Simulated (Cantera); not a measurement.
# Carbon deposition, reforming and gasification: C2H4 + H2 + N2

Charge: 1 mol C2H4, 2.9 mol H2, 3.3 mol N2, at 17.0 mbar.

Equilibrium computed with Cantera from the NASA thermochemical tables; the gas is ideal and each condensed phase is pure. Candidate condensed phases: C, C6H6, C7H8, C8H18; 110 gas species. Ions and electrons are included (thermal ionisation). Rates play no part.

```tsv
T (K)	x H	x H2	x N2	x C	x N	x HCN	x CN	x C3	n C(graphite)
2000	0.00955	0.586	0.397	1.79e-9	4.36e-9	0.00711	2.73e-6	1.63e-9	1.93
2500	0.132	0.470	0.359	9.79e-6	1.34e-6	0.0291	0.000474	2.92e-5	1.62
3000	0.480	0.157	0.262	0.00298	5.47e-5	0.0406	0.0128	0.0184	0.237
3500	0.657	0.0210	0.220	0.0370	0.000797	0.00600	0.0290	0.0163	0
4000	0.655	0.00287	0.208	0.0993	0.00621	0.000476	0.0227	0.000989	0
4500	0.642	0.000586	0.196	0.119	0.0306	3.60e-5	0.0104	1.91e-5	0
5000	0.618	0.000157	0.156	0.121	0.100	3.59e-6	0.00453	5.56e-7	0
```
x: gas mole fraction; n: condensed amount in mol.

From 2000 K to 3000 K the condensed part is C(graphite). From 3500 K to 5000 K nothing is condensed. The main C-bearing gas is HCN at 2000 K and C at 5000 K.
